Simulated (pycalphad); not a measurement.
Source of the numbers: pycalphad with the COST 507 light-alloy database (1999); pressure 1 atm. The database dates from 1999; later assessments differ in places, in temperatures and in the compounds included. Phase fractions are per mole of atoms.

Q: Give the equilibrium state of Al-1.388Si-0.7829Fe (wt.%) at 417 °C.

A: 
```
T = 690.00 K, P = 101325 Pa, N = 1 mol of atoms
G = -24719 J/mol, H = 10190 J/mol, S = 50.59 J/(mol K)  (SER reference)
chemical potentials (J/mol): Al -24382, Si -17103, Fe -138688
phase             fraction      x(Al)      x(Si)      x(Fe)
FCC_A1              0.9681     0.9969     0.0031   1.91e-06
ALFESI_BETA         0.0253     0.7000     0.1500     0.1500
DIAMOND_A4          0.0066    2.2e-08     1.0000       none
```

Q: Give the equilibrium state of Al-1.388Si-0.7829Fe (wt.%) at 537 °C.

A: FCC_A1, fraction 0.975, with 1.0 Si, <0.01 Fe wt.%; ALFESI_BETA, fraction 0.025, with 13.4 Si, 26.6 Fe wt.%.

Database names, with the compositions (at.%) that they take in these runs: ALFESI_BETA: Al 70 Si 15 Fe 15. FCC_A1 is fcc; DIAMOND_A4 is diamond (Si). An entry "none" or "no" means that the model of the phase leaves that element out.
